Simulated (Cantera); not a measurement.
A closed system holds: 1 mol B2H6, 2.6 mol N2, a varied amount of H2, 0.18 mol H2O, at 1075 °C and 65.0 Pa.

Cantera equilibrium calculation (NASA polynomials, part measured and part estimated; ideal gas, pure solids and liquids). Candidate condensed phases: B, BN, B2O3, B3O3H3, H2O; 39 gas species. The feed counts by its element totals alone. N2 is the only nitrogen source here; it is nearly inert below about 1500 K, so the nitride shown seldom forms there in practice. Mutual solubility and eutectic melting of coexisting phases are not modelled. The numbers say what is thermodynamically allowed, not how fast it happens.

**Question.** Which condensed phases are stable at each of these points (n(H2) (mol)): 6.5, 7.7, 9.2, 11, 13, 15, 18, 22, 26, 31, 37, 44, 52?

**Answer.** 
| n(H2) (mol) | condensed phases | B condensed (%) |
|---|---|---|
| 6.5 | BN(s) + B2O3(l) | 95.5 |
| 7.7 | BN(s) + B2O3(l) | 95.1 |
| 9.2 | BN(s) | 94.5 |
| 11 | BN(s) | 94.5 |
| 13 | BN(s) | 94.4 |
| 15 | BN(s) | 94.4 |
| 18 | BN(s) | 94.3 |
| 22 | BN(s) | 94.2 |
| 26 | BN(s) | 94.1 |
| 31 | BN(s) | 94.0 |
| 37 | BN(s) | 93.9 |
| 44 | BN(s) | 93.8 |
| 52 | BN(s) | 93.6 |

From 6.5 mol H2 to 7.7 mol H2 the condensed part is BN(s) + B2O3(l). From 9.2 mol H2 to 52 mol H2 the condensed part is BN(s).
